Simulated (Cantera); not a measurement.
A perfectly stirred reactor is fed with H₂ : O₂ : N₂ : NO = 1 : 0.962 : 3.62 : 0.0069 (molar parts), at 1900000 Pa; it is adiabatic with a 475 K inlet, and is followed from long to short residence time, starting on the burning branch (τ in s: 0.44, 0.16, 0.062, 0.023, 0.0086, 0.0032, 0.0012, 0.00045, 0.00017, 6.3e-05, 2.4e-05).

Computed with Cantera and GRI-Mech 3.0 (53 species, 325 reactions). The hydrogen kinetics of GRI-Mech 3.0 are dated; newer H2 mechanisms differ, most at raised pressure. The pressure lies above the range GRI-Mech 3.0 was tuned for (to about 10 atm). The mechanism lacks 2 NO + O2 → 2 NO2 and HONO, so NO2 and the effect of NO are under-described below about 1400 K.

Problem. What does this change do: pressure from 1900000 Pa to 1000000 Pa?

Solution. 
```tsv
quantity	before	after
blow-out, bracketed by the residence times tried	burning at 24.0 µs, the shortest tried	burning at 24.0 µs, the shortest tried
x(H₂) at τ = 0.440 s	1.25e-5	1.79e-5
x(O₂) at τ = 0.440 s	0.0906	0.0906
x(NO) at τ = 0.440 s	0.00145	0.00142
x(OH) at τ = 0.440 s	0.000456	0.000540
x(NO₂) at τ = 0.440 s	9.89e-6	7.11e-6
x(H₂) at τ = 3.20 ms	0.000161	0.000234
x(O₂) at τ = 3.20 ms	0.0906	0.0906
x(NO) at τ = 3.20 ms	0.00134	0.00135
x(OH) at τ = 3.20 ms	0.000699	0.00106
x(NO₂) at τ = 3.20 ms	1.80e-5	1.40e-5
```
